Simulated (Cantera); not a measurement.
Thermodynamics of thermal oxidation and active oxidation of silicon, feed Si + H₂O + N₂

Charge: 1 mol Si, 0.0013 mol H₂O, 20 mol N₂, at 0.000570 bar.

Equilibrium computed with Cantera from the NASA thermochemical tables; the gas is ideal and each condensed phase is pure. Candidate condensed phases: H₂O, Si, SiO₂, Si₂N₂O, Si₃N₄; 35 gas species. N₂ is the only nitrogen source here; it is nearly inert below about 1500 K, so the nitride shown seldom forms there in practice. Mutual solubility and eutectic melting of coexisting phases are not modelled. The tables' values for SiN are old estimates; treat these amounts as uncertain. Kinetics and transport are ignored.

At 1125 °C the condensed part is Si₂N₂O(s) + Si₃N₄(s). From 1225 °C to 1325 °C the condensed part is Si₃N₄(s). From 1425 °C to 1625 °C the condensed part is Si(l). From 1725 °C to 1925 °C nothing is condensed. The main Si-bearing gas is SiO at 1125 °C and Si at 1925 °C.

```csv
T (°C),x N₂,x Si,x Si₂,x SiN,x Si₂N,x H,x SiO,x H₂,n Si₂N₂O(s),n Si₃N₄(s),n Si(l)
1125,1.000,6.18e-8,1.63e-12,3.02e-9,1.80e-10,1.62e-6,2.25e-5,6.64e-5,0.000865,0.333,0
1225,1.000,3.27e-6,7.64e-10,1.01e-7,2.81e-8,5.77e-6,6.72e-5,6.43e-5,0,0.333,0
1325,1.000,0.000104,1.63e-7,2.16e-6,2.30e-6,1.71e-5,6.72e-5,5.87e-5,0,0.332,0
1425,0.999,0.00115,5.02e-6,1.68e-5,3.03e-5,4.04e-5,6.49e-5,4.46e-5,0,0,0.974
1525,0.994,0.00541,3.25e-5,5.74e-5,9.25e-5,7.57e-5,6.46e-5,2.64e-5,0,0,0.883
1625,0.978,0.0216,0.000172,0.000171,0.000248,0.000105,6.36e-5,1.03e-5,0,0,0.535
1725,0.953,0.0461,0.000294,0.000281,0.000229,0.000117,6.20e-5,3.01e-6,0,0,0
1825,0.952,0.0470,0.000125,0.000228,5.62e-5,0.000121,6.19e-5,8.88e-7,0,0,0
1925,0.952,0.0472,5.61e-5,0.000187,1.54e-5,0.000123,6.19e-5,2.78e-7,0,0,0
```
x: gas mole fraction; n: condensed amount in mol.
